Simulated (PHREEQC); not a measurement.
1 kg of water holding 88 mmol/kgw NaHCO3 and 26 mmol/kgw NaCl is evaporated at 30 °C; the solids stay in contact with the brine. The system is closed to CO2. The run lets Halite, Nahcolite, Natron, Trona precipitate or redissolve, and no other solid.

Model: Pitzer model, pitzer.dat, run in PHREEQC.

| water left (kg) | ionic strength | water activity | Nahcolite (mol) | Cl in solution (mol/kgw) | Na in solution (mol/kgw) |
|---|---|---|---|---|---|
| 1 | 0.115 | 0.996 | 0 | 0.0260 | 0.114 |
| 0.6755 | 0.171 | 0.995 | 0 | 0.0385 | 0.169 |
| 0.5552 | 0.208 | 0.993 | 0 | 0.0468 | 0.205 |
| 0.4563 | 0.253 | [?] | 0 | 0.0570 | 0.250 |
| 0.3082 | 0.375 | 0.988 | 0 | 0.0843 | 0.370 |
| 0.2082 | 0.555 | [?] | 0 | 0.125 | 0.547 |
| 0.1711 | 0.676 | [?] | 0 | 0.152 | 0.666 |
| 0.1407 | 0.822 | [?] | 0 | 0.185 | 0.810 |
| 0.09502 | 1.22 | 0.965 | 0 | 0.274 | 1.20 |
| 0.06417 | 1.41 | 0.959 | 0.0248 | 0.405 | 1.39 |
| 0.05275 | 1.46 | [?] | 0.0381 | 0.493 | 1.44 |
| 0.04334 | 1.52 | 0.954 | 0.0490 | 0.600 | 1.50 |
| 0.02928 | 1.69 | 0.948 | 0.0648 | 0.888 | 1.68 |
| 0.01976 | 1.99 | 0.936 | [?] | 1.32 | 1.98 |
| 0.01625 | 2.20 | [?] | 0.0784 | 1.60 | 2.19 |
| 0.01335 | 2.48 | 0.917 | 0.0811 | 1.95 | 2.47 |
| 0.009005 | 3.27 | 0.885 | 0.0846 | 2.89 | 3.26 |
| 0.006068 | 4.53 | 0.830 | [?] | 4.29 | 4.53 |
| 0.004987 | 5.41 | 0.790 | 0.0871 | 5.21 | 5.40 |

### Question
Complete the blanks.

### Answer

- 0.4563, water activity: 0.992
- 0.2082, water activity: 0.983
- 0.1711, water activity: 0.980
- 0.1407, water activity: 0.976
- 0.05275, water activity: 0.957
- 0.01976, Nahcolite (mol): 0.0749
- 0.01625, water activity: 0.928
- 0.006068, Nahcolite (mol): 0.0865
